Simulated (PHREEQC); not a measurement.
Make-up at 25 °C: 0.23 mol KOH per kg of water. Closed to the air; pH follows from the charge balance.

The numbers come from PHREEQC with the ion-association model, phreeqc.dat.

No solid was allowed to form.

Q: Estimate the pH.

A: pH 13.20.
